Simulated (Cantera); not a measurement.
A perfectly stirred reactor is fed with CH₄ : N₂ = 1 : 1.3 (molar parts), at 33.8 Torr; it is held at 1800 K, and followed from long to short residence time.

Detailed kinetics in Cantera: GRI-Mech 3.0 (53 species, 325 reactions). GRI-Mech 3.0 stops at C3 and has no aromatics, soot or wall deposition, so with more carbon than oxygen in the feed, carbon stays in small species such as C2H2 where larger ones or solid carbon would form. Radical loss at walls, strong at low pressure, is not modelled.

Question: Predict: x(CH₄) at τ = 2.40 s; x(CH₃) at τ = 2.40 s; x(H₂) at τ = 2.40 s; x(H) at τ = 2.40 s; x(C₂H₂) at τ = 2.40 s; x(CH₄) at τ = 40.0 ms; x(CH₃) at τ = 40.0 ms; x(H₂) at τ = 40.0 ms; x(H) at τ = 40.0 ms; x(C₂H₂) at τ = 40.0 ms.

Answer: x(CH₄) at τ = 2.40 s: 0.0135
x(CH₃) at τ = 2.40 s: 0.000558
x(H₂) at τ = 2.40 s: 0.439
x(H) at τ = 2.40 s: 0.000906
x(C₂H₂) at τ = 2.40 s: 0.146
x(CH₄) at τ = 40.0 ms: 0.135
x(CH₃) at τ = 40.0 ms: 0.00358
x(H₂) at τ = 40.0 ms: 0.308
x(H) at τ = 40.0 ms: 0.000426
x(C₂H₂) at τ = 40.0 ms: 0.0998
